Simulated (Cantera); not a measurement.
Charge: 1 mol Si(CH₃)₄, 1.4 mol H₂, equilibrated at 7.50 Torr.

Cantera equilibrium calculation (NASA polynomials, part measured and part estimated; ideal gas, pure solids and liquids). Candidate condensed phases: C, C₆H₆, C₇H₈, C₈H₁₈, Si, SiC; 87 gas species. The numbers say what is thermodynamically allowed, not how fast it happens. All values below are at 1900 K.

Base state: H₂ 0.992, H 0.00790, C₂H₂ (acetylene) 0.000379, Si 4.68e-5 (mole fractions); condensed: C(graphite) + SiC(s).

Q: What changes in the equilibrium state with this change: pressure from 7.50 Torr to 1.00 Torr?

A: 
```tsv
species	before	after
H₂	0.992	0.978
H	0.00790	0.0215
C₂H₂ (acetylene)	0.000379	0.000373
Si	4.68e-5	0.000351
SiH	4.05e-6	1.10e-5
C(graphite), mol	2.99	3.00
SiC(s), mol	1.000	0.997
```
